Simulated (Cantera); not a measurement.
Charge: 1 mol Pb, 0.11 mol NH3, 69 mol N2, at 1500 °C and 1 atm.

Method: chemical equilibrium by Gibbs-energy minimisation in Cantera with the NASA 1993 tables (ideal gas, pure condensed phases). Candidate condensed phases: Pb; 11 gas species. The numbers say what is thermodynamically allowed, not how fast it happens.

Base state: N2 0.983, Pb 0.0142, H2 0.00234, H 1.37e-5 (mole fractions); condensed: gas only.

**Question.** What changes in the equilibrium state with this change: NH3 from 0.11 to 7.7 mol?

**Answer.** 
| species | before | after |
|---|---|---|
| N2 | 0.983 | 0.853 |
| H2 | 0.00234 | 0.135 |
| Pb | 0.0142 | 0.0117 |
| H | 1.37e-5 | 0.000104 |

**Question.** What changes in the equilibrium state with this change: temperature from 1500 °C to 400 °C?

**Answer.** 
| species | before | after |
|---|---|---|
| N2 | 0.983 | 0.998 |
| H2 | 0.00234 | 0.00238 |
| Pb | 0.0142 | <1e-9 |
| H | 1.37e-5 | <1e-9 |
| Pb(l), mol | 0 | 1.00 |
